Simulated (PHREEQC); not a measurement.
Dissolve 0.99 mmol/kgw HBr, 1.1 mmol/kgw FeCl3 and 0.37 mmol/kgw KCl at 25 °C. Closed to the air; pH follows from the charge balance.

Equilibrium calculation in PHREEQC: ion-association model, phreeqc.dat.

| quantity | before | after |
|---|---|---|
| pH | 2.75 | 3.00 |
| ionic strength (mol/kgw) | 0.00627 | 0.00295 |
| SI of Sylvite (KCl) | -6.84 | -7.42 |

Q: What was changed between the two runs?
(A) diluted 2-fold with water
(B) 0.00026 mol/kgw KOH added
(C) HBr replaced by CdBr2 at the same molality
(D) diluted 100-fold with water
(E) diluted 10-fold with water

A: A, diluted 2-fold with water

No solid was allowed to form. Some of these states are supersaturated (in Hematite (slow to form), Goethite (slow to form), for instance).
